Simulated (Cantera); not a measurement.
**AlN + HCl + H2 + H2O (nitride etching)**

Input: 1 mol AlN, 1.3 mol HCl, 9.3 mol H2, 0.16 mol H2O, equilibrated at 6.70 Pa.

Method: chemical equilibrium by Gibbs-energy minimisation in Cantera with the NASA 1993 tables (ideal gas, pure condensed phases). Candidate condensed phases: Al, AlCl3, AlN, Al2O3, H2O, NH4Cl; 45 gas species. Mutual solubility and eutectic melting of coexisting phases are not modelled. The tables' values for AlCl2, AlOH are old estimates; treat these amounts as uncertain. Condensed phases not in the tables: aluminium oxynitride. Kinetics and transport are ignored.

```tsv
T (K)	x H2	x H	x AlCl	x HCl	x N2	x AlCl3	n AlN(s)	n Al2O3(s)
1173	0.905	1.37e-5	0.00177	0.0550	0.0165	0.0204	0.642	0.0533
1248	0.896	5.40e-5	0.0129	0.0512	0.0209	0.0162	0.542	0.0533
1323	0.867	0.000180	0.0508	0.0377	0.0350	0.00568	0.201	0.0533
1398	0.850	0.000533	0.0729	0.0302	0.0428	0.00103	0	0.0533
1473	0.847	0.00142	0.0745	0.0326	0.0427	0.000284	0	0.0533
1548	0.844	0.00346	0.0751	0.0335	0.0427	8.07e-5	0	0.0533
1623	0.840	0.00774	0.0753	0.0338	0.0426	2.49e-5	0	0.0532
1698	0.831	0.0161	0.0749	0.0339	0.0424	8.42e-6	0	0.0530
1773	0.817	0.0314	0.0740	0.0337	0.0420	3.08e-6	0	0.0525
1848	0.791	0.0576	0.0721	0.0333	0.0414	1.21e-6	0	0.0512
1923	0.750	0.0997	0.0687	0.0328	0.0404	5.08e-7	0	0.0484
1998	0.689	0.163	0.0635	0.0318	0.0390	2.22e-7	0	0.0428
2073	0.603	0.250	0.0562	0.0301	0.0369	9.76e-8	0	0.0318
```
x: gas mole fraction; n: condensed amount in mol.

From 1173 K to 1323 K the condensed part is AlN(s) + Al2O3(s). From 1398 K to 2073 K the condensed part is Al2O3(s). The main Al-bearing gas is AlCl3 at 1173 K and AlCl at 2073 K. The share of Al in condensed phases is highest at 1173 K (74.9 %) and lowest at 2073 K (6.4 %).
